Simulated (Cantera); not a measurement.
A closed system holds: 1 mol Cr, 1.9 mol N₂, 6 mol N₂O, equilibrated at 1.33 mbar.

Equilibrium computed with Cantera from the NASA thermochemical tables; the gas is ideal and each condensed phase is pure. Candidate condensed phases: Cr, CrN, Cr₂N, Cr₂O₃; 14 gas species. Rates play no part.

### Question
Which condensed phases are stable at each of these points (T (K)): 1248, 1348, 1448, 1548, 1648, 1748, 1848, 1948, 2048, 2148, 2248, 2348?

### Answer
```tsv
T (K)	condensed phases	Cr condensed (%)
1248	Cr₂O₃(s)	100.0
1348	Cr₂O₃(s)	100.0
1448	Cr₂O₃(s)	100.0
1548	Cr₂O₃(s)	100.0
1648	Cr₂O₃(s)	100.0
1748	Cr₂O₃(s)	99.9
1848	Cr₂O₃(s)	99.7
1948	Cr₂O₃(s)	98.5
2048	Cr₂O₃(s)	93.8
2148	Cr₂O₃(s)	76.7
2248	Cr₂O₃(s)	13.8
2348	gas only	0.0
```

From 1248 K to 2248 K the condensed part is Cr₂O₃(s). At 2348 K nothing is condensed.
